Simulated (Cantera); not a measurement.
Feed: 1 mol Fe(CO)5, 0.042 mol CO, 0.78 mol N2, held at 1300 °C and 0.000510 bar.

Method: chemical equilibrium by Gibbs-energy minimisation in Cantera with the NASA 1993 tables (ideal gas, pure condensed phases). Candidate condensed phases: C, Fe, Fe(CO)5, FeO, Fe2O3, Fe3O4; 27 gas species. Kinetics and transport are ignored.

Base state: CO 0.865, N2 0.134, Fe 0.00129 (mole fractions); condensed: Fe(γ).

What changes in the equilibrium state with this change: temperature from 1300 °C to 727 °C?


| species | before | after |
|---|---|---|
| CO | 0.865 | 0.866 |
| N2 | 0.134 | 0.134 |
| CO2 | 1.37e-7 | 0.000217 |
| Fe | 0.00129 | <1e-9 |
| Fe(γ), mol | 0.992 | 0 |
| C(graphite), mol | 0 | 0.00126 |
| Fe(α), mol | 0 | 1.00 |
Condensed phases not in the tables: cementite and carbon dissolved in iron.
